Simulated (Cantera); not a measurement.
Input: 1 mol BaF2, 0.1 mol HF, 60 mol H2, held at 1502 °C and 0.370 bar.

These are equilibrium values from Cantera (NASA tables, ideal gas, pure condensed phases), not measurements of a reactor. Candidate condensed phases: Ba, BaF2; 14 gas species. Kinetics and transport are ignored.

**Question.** What is the equilibrium state?

**Answer.** 
| Quantity | Value |
|---|---|
| x(H2) | 0.991 |
| x(BaF2) | 0.00551 |
| x(HF) | 0.00252 |
| x(BaF) | 0.000858 |
| x(H) | 0.000474 |
| x(Ba) | 4.57e-6 |
| n(BaF2(l)) | 0.614 mol |
| gas amount | 60.53 mol |
| log10 activity of Ba(l) (absent) | -5.33 |
